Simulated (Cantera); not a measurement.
Input (Python, Cantera) and output of one run.

```python
import numpy as np
import cantera as ct

gas_names = """
    CL CLF CLF3 CL2 F F2 H HCL HF H2 H2F2 H3F3 H4F4 H5F5 H6F6 H7F7 Si SiCL SiCL2 SiCL3 SiCL4 SiF SiF2
    SiF3 SiF4 SiH SiHCL3 SiHF3 SiH2 SiH2CL2 SiH2F2 SiH3 SiH3CL SiH3F SiH4 Si2 Si3
""".split()
cond_names = """
    Si(cr) Si(L)
""".split()


# ... load() reads the species with a 1 bar reference pressure and builds the phases ...
atoms = {
    'Si': {'Si': 1},
    'Cl2': {'CL': 2},
    'HF': {'H': 1, 'F': 1},
}
top_T = {}  # K; cautious upper limits of use, not melting points


# ... equilibrate(T, P, feed) seeds the gas with the atoms and calls Mixture.equilibrate('TP', solver="vcs", rtol=1e-11, max_steps=5000) ...
results = []
T = 1250  # K
P = 1333.22  # Pa
for m in [1.3, 1.8, 2.4, 2.9, 3.4, 3.9, 4.4, 4.9, 5.4, 5.9, 6.4]:
    feed = {'Si': 1, 'Cl2': 9.7, 'HF': m}  # mol
    mix = equilibrate(T, P, feed)
    results.append((T, P, feed, dict(zip(mix.species_names, mix.species_moles))))

top = {s: max(r[3][s] / sum(r[3][g] for g in gas_names) for r in results) for s in gas_names}
cols = sorted((s for s in top if top[s] > 0.001), key=lambda s: -top[s])[:6]
seen = [c for c in cond_names if any(r[3].get(c, 0) > 1e-12 for r in results)]
print("log10 of partial pressures in bar; condensed amounts in mol")
print(f"{'n(HF)':>10s}" + "".join(f"{s[:9]:>10s}" for s in cols + seen))
for T, P, feed, n in results:
    ng = sum(n[g] for g in gas_names)
    print(f"{feed['HF']:10.4g}" + "".join(f"{np.log10(max(n[s] / ng * P / 1e5, 1e-99)):10.3f}" for s in cols)
          + "".join(f"{n.get(c, 0):10.4g}" for c in seen))
```

It prints:

```
log10 of partial pressures in bar; condensed amounts in mol
     n(HF)       CL2       HCL        HF      SiF4     SiCL4        CL
       1.3    -2.018    -2.775    -5.244    -3.377    -3.058    -3.117
       1.8    -2.039    -2.655    -5.066    -3.257    -3.167    -3.127
       2.4    -2.064    -2.554    -4.900    -3.156    -3.327    -3.140
       2.9    -2.083    -2.491    -4.777    -3.093    -3.506    -3.149
       3.4    -2.101    -2.441    -4.646    -3.043    -3.778    -3.158
       3.9    -2.119    -2.400    -4.426    -3.002    -4.454    -3.167
       4.4    -2.136    -2.401    -3.401    -3.003    -8.559    -3.176
       4.9    -2.153    -2.417    -3.065    -3.019    -9.984    -3.184
       5.4    -2.169    -2.433    -2.889    -3.035   -10.767    -3.192
       5.9    -2.184    -2.448    -2.771    -3.050   -11.312    -3.200
       6.4    -2.199    -2.462    -2.684    -3.064   -11.732    -3.207
```

These are equilibrium values from Cantera (NASA tables, ideal gas, pure condensed phases), not measurements of a reactor.
